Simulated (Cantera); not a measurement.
An isothermal, constant-pressure homogeneous reactor starts with H₂ : O₂ : N₂ = 0.023 : 1 : 1.2 (molar parts), equivalence ratio 0.011, at 1400 K and 0.975 Torr.

Model: the H2/O2 subset of GRI-Mech 3.0, which has no nitrogen chemistry, integrated in Cantera. Radical loss at walls, strong at low pressure, is not modelled.

One state of this run: x H₂ = 8.37e-5; x O₂ = 0.440; x O = 0.00828; x OH = 0.00130; x HO₂ = 3.85e-8. x: mole fraction; the columns are a selection and need not sum to one.

**Question.** Which value of t (s) does it belong to?
(A) 0.00451
(B) 2.00
(C) 0.00229
(D) 0.0175

**Answer.** B, 2.00
